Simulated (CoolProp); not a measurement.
Vapour-liquid equilibrium of CHF3 (R23) (1) + R152A (2) at 1.85 bar; x and y are mole fractions of (1).

Computed with CoolProp (multi-fluid Helmholtz-energy mixture model, Penoncello 2003 and Outcalt 1996; pair parameters Bell 2016).

| x | bubble temperature (K) | y at the bubble point | dew temperature at overall composition x (K) | liquid density (mol/L) |
|---|---|---|---|---|
| 0.05 | 255.3 | 0.307 | 262.4 | 15.23 |
| 0.125 | 245.1 | 0.584 | 260.5 | 15.76 |
| 0.2 | 237.0 | 0.738 | 258.5 | 16.23 |
| 0.275 | 230.6 | 0.828 | 256.3 | 16.67 |
| 0.35 | … | 0.884 | 253.9 | 17.07 |
| 0.425 | 220.9 | 0.920 | 251.4 | 17.46 |
| 0.5 | 217.3 | 0.944 | 248.6 | 17.83 |
| 0.575 | 214.1 | … | 245.5 | 18.19 |
| 0.65 | 211.4 | 0.973 | 241.9 | 18.53 |
| 0.725 | 209.0 | 0.982 | 237.8 | 18.87 |
| 0.8 | 206.9 | 0.989 | 232.8 | … |
| 0.875 | 205.0 | 0.994 | 226.2 | 19.52 |
| 0.95 | 203.3 | 0.998 | … | 19.83 |

### Question
Some entries are withheld; supply them.

### Answer

- 0.35, bubble temperature (K): 225.3
- 0.575, y at the bubble point: 0.961
- 0.8, liquid density (mol/L): 19.20
- 0.95, dew temperature at overall composition x (K): 216.2

No azeotrope shows between x = 0.05 and 0.95.

Pair parameters are fitted to limited data, so mixtures are less certain than the pure fluids.
